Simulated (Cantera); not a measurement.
Charge: 1 mol Si, 15 mol HCl, held at 1325 K and 10.0 mbar.

These are equilibrium values from Cantera (NASA tables, ideal gas, pure condensed phases), not measurements of a reactor. Candidate condensed phases: Si; 19 gas species. The tables' values for SiCl₃ are old estimates; treat these amounts as uncertain. The numbers say what is thermodynamically allowed, not how fast it happens.

Base state: HCl 0.793, H₂ 0.136, SiCl₄ 0.0616, SiCl₃ 0.00586, SiCl₂ 0.00303, SiHCl₃ 0.000538, Cl 2.95e-5 (mole fractions); condensed: gas only.

Q: What changes in the equilibrium state with this change: temperature from 1325 K to 450 K?

A: 
```
species   before   after
-------  -------  ------
HCl        0.793   0.786
H₂         0.136   0.143
SiCl₄     0.0616  0.0714
SiCl₃    0.00586   <1e-9
SiCl₂    0.00303   <1e-9
```
